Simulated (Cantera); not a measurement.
Charge: 1 mol C2H5OH, 1.3 mol CO2, a varied amount of H2, equilibrated at 1250 °C and 11.0 mbar.

Equilibrium computed with Cantera from the NASA thermochemical tables; the gas is ideal and each condensed phase is pure. Candidate condensed phases: C, C6H6, C7H8, C8H18, H2O; 110 gas species. Rates play no part.

log p: log10 of the partial pressure in bar; nothing condenses.

| n(H2) (mol) | log p H2 | log p CO | log p H2O | log p CO2 |
|---|---|---|---|---|
| 0.45 | -2.28 | -2.28 | -3.45 | -3.88 |
| 1.1 | -2.24 | -2.32 | -3.47 | -3.98 |
| 2.6 | [?] | [?] | -3.52 | [?] |
| 6.2 | -2.10 | -2.54 | -3.63 | -4.50 |
| 15 | -2.04 | [?] | [?] | [?] |
| 36 | -2.00 | -3.07 | -4.12 | -5.62 |
| 85 | -1.98 | -3.40 | -4.45 | -6.30 |

Problem. What belongs in the gaps?

Solution. 
- 2.6, log p H2: -2.18
- 2.6, log p CO: -2.40
- 2.6, log p CO2: -4.17
- 15, log p CO: -2.77
- 15, log p H2O: -3.84
- 15, log p CO2: -5.00
